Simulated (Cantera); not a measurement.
## Roasting and sulfation: MgO + H2S + N2

Feed: 1 mol MgO, 0.8 mol H2S, 0.63 mol N2, held at 1750 K and 16.0 mbar.

Equilibrium computed with Cantera from the NASA thermochemical tables; the gas is ideal and each condensed phase is pure. Candidate condensed phases: H2O, H2SO4, Mg, MgO, Mg(OH)2, MgS, MgSO4, S; 43 gas species. Mutual solubility and eutectic melting of coexisting phases are not modelled. Kinetics and transport are ignored.

| Property | Result |
|---|---|
| x(H2) | 0.402 |
| x(N2) | 0.349 |
| x(S2) | 0.198 |
| x(H2S) | 0.0291 |
| x(SH) | 0.0107 |
| x(H2O) | 0.00662 |
| x(S) | 0.00172 |
| x(H) | 0.00117 |
| x(Mg) | 0.000953 |
| n(MgO(s)) | 0.988 mol |
| n(MgS(s)) | 0.0104 mol |
| gas amount | 1.803 mol |
| log10 activity of S(l) (absent) | -2.68 |
| log10 activity of Mg(l) (absent) | -5.88 |
